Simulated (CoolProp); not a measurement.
Vapour-liquid equilibrium of R143a (1) + R1234yf (2) at 207.1 K; x and y are mole fractions of (1).

Computed with CoolProp (multi-fluid Helmholtz-energy mixture model, Lemmon and Jacobsen 2000 and Lemmon 2022; pair parameters Bell 2016).

### Question
Give the bubble pressure and the first vapour's composition at x = 0.35, 0.55, 0.85. Is there an azeotrope?

### Answer
x = 0.35: 0.02352 MPa, y = 0.590; x = 0.55: 0.02807 MPa, y = 0.755; x = 0.85: 0.03458 MPa, y = 0.930. No azeotrope shows between x = 0.05 and 0.95.

The pair parameters rest on a limited set of measurements; away from them the model extrapolates.
